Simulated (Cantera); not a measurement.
A closed system holds: 1 mol SiCl4, 2.5 mol Cl2, a varied amount of H2, at 923.15 K and 0.100 bar.

Equilibrium computed with Cantera from the NASA thermochemical tables; the gas is ideal and each condensed phase is pure. Candidate condensed phases: Si; 19 gas species. The tables' values for SiCl3 are old estimates; treat these amounts as uncertain. The numbers say what is thermodynamically allowed, not how fast it happens.

log p: log10 of the partial pressure in bar; nothing condenses.

```
n(H2) (mol)  log p HCl  log p H2  log p SiCl4  log p Cl2  log p SiHCl3  log p Cl
-----------  ---------  --------  -----------  ---------  ------------  --------
2.1              -1.12    -11.45        -1.75      -2.15          <-13       ___
2.7              -1.09     -2.49        -1.79     -11.04         -5.64       ___
3.5              -1.15     -1.85        -1.85     -11.80         -4.99       ___
4.4              -1.20     -1.62        -1.90     -12.13         -4.77       ___
5.6              -1.26     -1.47        -1.96     -12.40         -4.62       ___
7.1              -1.33     -1.36        -2.03     -12.64         -4.51       ___
9                -1.40     -1.28        -2.10     -12.86         -4.43       ___
11               -1.46     -1.23        -2.16       <-13         -4.38       ___
15               -1.57     -1.17        -2.27       <-13         -4.32       ___
19               -1.65     -1.14        -2.36       <-13         -4.29       ___
```

Question: Some entries are withheld; supply them.

Answer: 
- 2.1, log p Cl: -5.02
- 2.7, log p Cl: -9.47
- 3.5, log p Cl: -9.85
- 4.4, log p Cl: -10.01
- 5.6, log p Cl: -10.15
- 7.1, log p Cl: -10.27
- 9, log p Cl: -10.38
- 11, log p Cl: -10.47
- 15, log p Cl: -10.61
- 19, log p Cl: -10.71
